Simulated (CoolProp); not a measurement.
Computed with CoolProp (reference Helmholtz-energy equation of state, Lemmon 2006). It is a short technical equation, of lower accuracy than the large ones.

Problem. For toluene, give the phase and the cp (kJ/(kg K)), cv (kJ/(kg K)), speed of sound (m/s), Prandtl number at 620 K and 188 bar.

Solution. 
- 620 K and 188 bar: supercritical; cp 2.69, cv 2.19, speed of sound 474, Prandtl number 2.60

Viscosity comes from a separate model (Avgeri 2015). Thermal conductivity comes from a separate model (Assael 2012).
